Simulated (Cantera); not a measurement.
What does this Cantera script print?

```python
import numpy as np
import cantera as ct

gas_names = """
    C CN CO CO2 C2 CCN CNC C2N2 C2O C3 C3O2 C4 C4N2 C5 N NCO NO NO2 NO3 N2 N2O O O2 O3 Si SiC SiC2 SiN
    SiO SiO2 Si2 Si2C Si2N Si3
""".split()
cond_names = """
    C(gr) Si(cr) Si(L) SiC(b) SiO2(Lqz) SiO2(hqz) SiO2(L) Si2N2O(s) Si3N4(a)
""".split()


def load(file, names, dense=False):
    # The tables refer to 1 bar. Condensed volumes are neglected.
    table = {s.name: s for s in ct.Species.list_from_file(file)}
    out = []
    for n in names:
        d = dict(table[n].input_data)
        d["thermo"] = dict(d["thermo"], **{"reference-pressure": 1e5})
        if dense:
            d["equation-of-state"] = {"model": "constant-volume", "density": "1e6 g/cm^3"}
        out.append(ct.Species.from_dict(d))
    return out


gas = ct.Solution(thermo="ideal-gas", species=load("nasa_gas.yaml", gas_names))
cond = {s.name: ct.Solution(thermo="fixed-stoichiometry", species=[s], name=s.name)
        for s in load("nasa_condensed.yaml", cond_names, dense=True)}
atoms = {
    'SiC': {'Si': 1, 'C': 1},
    'N2O': {'N': 2, 'O': 1},
    'N2': {'N': 2},
}
top_T = {'C(gr)': 4500, 'SiC(b)': 3050, 'Si2N2O(s)': 2100, 'Si3N4(a)': 2400}  # K; cautious upper limits of use, not melting points


def equilibrate(T, P, feed):
    n = {}
    for name, mol in feed.items():
        for a, k in atoms[name].items():
            n[a] = n.get(a, 0.0) + k * mol
    gas.TPX = T, P, n
    mass = sum(n.values()) * gas.mean_molecular_weight
    gas.equilibrate("TP")
    valid = [c for c in cond.values() if c.min_temp <= T <= top_T.get(c.name, c.max_temp)]
    mix = ct.Mixture([(gas, mass / gas.mean_molecular_weight)] + [(c, 0.0) for c in valid])
    mix.T, mix.P = T, P
    mix.equilibrate("TP", solver="vcs", rtol=1e-11, max_steps=5000)
    return mix


results = []
feed = {'SiC': 1, 'N2O': 1.1, 'N2': 220}  # mol
P = 26000  # Pa
for T in [1175, 1225, 1275, 1325, 1375, 1425, 1475, 1525, 1575, 1625, 1675, 1725]:
    mix = equilibrate(T, P, feed)
    results.append((T, P, feed, dict(zip(mix.species_names, mix.species_moles))))

top = {s: max(r[3][s] / sum(r[3][g] for g in gas_names) for r in results) for s in gas_names}
cols = sorted((s for s in top if top[s] > 1e-05), key=lambda s: -top[s])[:9]
seen = [c for c in cond_names if any(r[3].get(c, 0) > 1e-12 for r in results)]
print("log10 of partial pressures in bar; condensed amounts in mol")
print(f"{'T/K':>10s}" + "".join(f"{s[:9]:>10s}" for s in cols + seen))
for T, P, feed, n in results:
    ng = sum(n[g] for g in gas_names)
    print(f"{T:10.4g}" + "".join(f"{np.log10(max(n[s] / ng * P / 1e5, 1e-99)):10.3f}" for s in cols)
          + "".join(f"{n.get(c, 0):10.4g}" for c in seen))
```

It prints:

```
log10 of partial pressures in bar; condensed amounts in mol
       T/K        N2        CO       SiO     C(gr)    SiC(b) Si2N2O(s)
      1175    -0.586    -3.152   -10.774       0.4         0       0.5
      1225    -0.586    -3.152   -10.015       0.4         0       0.5
      1275    -0.586    -3.152    -9.317       0.4         0       0.5
      1325    -0.586    -3.152    -8.672       0.4         0       0.5
      1375    -0.586    -3.152    -8.075       0.4         0       0.5
      1425    -0.586    -3.152    -7.521       0.4         0       0.5
      1475    -0.586    -3.152    -7.006       0.4         0       0.5
      1525    -0.586    -3.152    -6.525    0.4001         0    0.4999
      1575    -0.586    -3.152    -6.076    0.4004         0    0.4996
      1625    -0.586    -3.152    -5.655    0.4009         0    0.4991
      1675    -0.586    -3.066    -5.126         0    0.2688    0.3624
      1725    -0.586    -3.069    -4.655         0    0.2729    0.3541
```

These are equilibrium values from Cantera (NASA tables, ideal gas, pure condensed phases), not measurements of a reactor. Mutual solubility and eutectic melting of coexisting phases are not modelled.
